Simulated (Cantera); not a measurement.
Input: 1 mol Fe, 2.3 mol H₂O, 0.43 mol CO, at 52.0 Pa.

Cantera equilibrium calculation (NASA polynomials, part measured and part estimated; ideal gas, pure solids and liquids). Candidate condensed phases: C, C₆H₆, C₇H₈, C₈H₁₈, Fe, Fe(CO)₅, FeO, Fe(OH)₂, Fe(OH)₃, Fe₂O₃, Fe₃O₄, H₂O; 114 gas species. The tables' stoichiometric FeO is somewhat more stable than real wüstite, so its field is too wide. FeO: taken at fixed stoichiometry. Equilibrium is a limit: real reactors are often held back by kinetics, nucleation or transport.

### Question
At 1775 K, list the 5 most abundant gas species with their mole fractions, and the condensed phases.

### Answer
H₂O 0.444, H₂ 0.377, CO 0.117, CO₂ 0.0371, Fe 0.0153. Condensed: FeO(l).
